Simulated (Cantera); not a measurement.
What does this Cantera script print?

```python
import numpy as np
import cantera as ct

gas = ct.Solution("SiF4_NH3_mec.yaml", "gas")
gas.TPX = 1550, 66000, {'NH3': 1, 'N2': 0.15}
reactor = ct.IdealGasConstPressureReactor(gas, energy="off", clone=False)
net = ct.ReactorNet([reactor])
net.rtol, net.atol = 1e-08, 1e-18
show = ['NH3', 'NH', 'N2', 'H', 'H2', 'N2H4', 'NH2']
times = np.geomspace(0.0008, 3, 12)

steps = ct.SolutionArray(gas, extra=["t"])
rows = []
print(f"{'t/s':>10s}{'T/K':>9s}{'P/Pa':>11s}" + "".join(f"{s:>11s}" for s in show))
for t in times:
    while net.time < t:
        t_next = net.step()
        steps.append(gas.state, t=t_next)
    rows.append([np.interp(t, steps.t, y) for y in (steps.T, steps.P, *steps(*show).X.T)])
    print(f"{t:10.3e}{rows[-1][0]:9.1f}{rows[-1][1]:11.4g}" + "".join(f"{x:11.3e}" for x in rows[-1][2:]))
rate = np.gradient(steps.T, steps.t)
print("integrator steps:", len(steps.t))
if steps.T.max() > steps.T[0] + 200:
    print(f"time of steepest temperature rise: {steps.t[rate.argmax()]:.4e} s")
gas.TPX = 1550, 66000, {'NH3': 1, 'N2': 0.15}
gas.equilibrate("TP")
print(f"equilibrium (TP): T = {gas.T:.1f} K  " + "  ".join(f"{s} {gas[s].X[0]:.3e}" for s in show))
```

It prints:

```
       t/s      T/K       P/Pa        NH3         NH         N2          H         H2       N2H4        NH2
 8.000e-04   1550.0    6.6e+04  8.695e-01  9.231e-09  1.304e-01  2.739e-09  8.882e-06  9.792e-09  1.658e-05
 1.690e-03   1550.0    6.6e+04  8.695e-01  3.438e-08  1.304e-01  3.983e-09  2.251e-05  4.061e-08  3.362e-05
 3.572e-03   1550.0    6.6e+04  8.694e-01  8.641e-08  1.304e-01  8.089e-09  7.354e-05  1.193e-07  5.753e-05
 7.548e-03   1550.0    6.6e+04  8.692e-01  1.158e-07  1.305e-01  1.577e-08  2.402e-04  1.705e-07  6.875e-05
 1.595e-02   1550.0    6.6e+04  8.687e-01  1.185e-07  1.306e-01  2.927e-08  6.237e-04  1.735e-07  6.935e-05
 3.370e-02   1550.0    6.6e+04  8.677e-01  1.202e-07  1.308e-01  5.742e-08  1.435e-03  1.729e-07  6.922e-05
 7.121e-02   1550.0    6.6e+04  8.656e-01  1.236e-07  1.312e-01  1.166e-07  3.143e-03  1.715e-07  6.895e-05
 1.505e-01   1550.0    6.6e+04  8.611e-01  1.295e-07  1.321e-01  2.403e-07  6.728e-03  1.689e-07  6.841e-05
 3.180e-01   1550.0    6.6e+04  8.518e-01  1.385e-07  1.339e-01  4.968e-07  1.419e-02  1.641e-07  6.744e-05
 6.719e-01   1550.0    6.6e+04  8.328e-01  1.492e-07  1.377e-01  1.021e-06  2.947e-02  1.561e-07  6.577e-05
 1.420e+00   1550.0    6.6e+04  7.951e-01  1.572e-07  1.451e-01  2.065e-06  5.968e-02  1.430e-07  6.296e-05
 3.000e+00   1550.0    6.6e+04  7.256e-01  1.576e-07  1.589e-01  4.043e-06  1.155e-01  1.224e-07  5.824e-05
integrator steps: 801
equilibrium (TP): T = 1550.0 K  NH3 1.117e-05  NH 4.723e-12  N2 3.023e-01  H 3.259e-05  H2 6.976e-01  N2H4 5.207e-17  NH2 1.198e-09
```

Computed with Cantera and the gas-phase N/H chemistry of the illustrative SiF4/NH3 mechanism in the Surface Chemkin manual (1991). Walls and surfaces, which speed up NH3 decomposition in real reactors, are not modelled.
